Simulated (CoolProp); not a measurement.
Computed with CoolProp (reference Helmholtz-energy equation of state, Lemmon 2016).

### Question
For R227EA, give the phase and the density (kg/m³), speed of sound (m/s), Joule-Thomson coefficient (K/MPa), Prandtl number at 194.7 K and 5.08 bar; 240.3 K and 5.08 bar.

### Answer
- 194.7 K and 5.08 bar: liquid; density 1740, speed of sound 855, Joule-Thomson coefficient -0.394, Prandtl number 12.4
- 240.3 K and 5.08 bar: liquid; density 1600, speed of sound 659, Joule-Thomson coefficient -0.304, Prandtl number 7.42

Viscosity comes from a separate model (Huber 2003), an estimate that may be off by 10 % or more. Thermal conductivity comes from a separate model (Huber 2003), an estimate that may be off by 10 % or more.
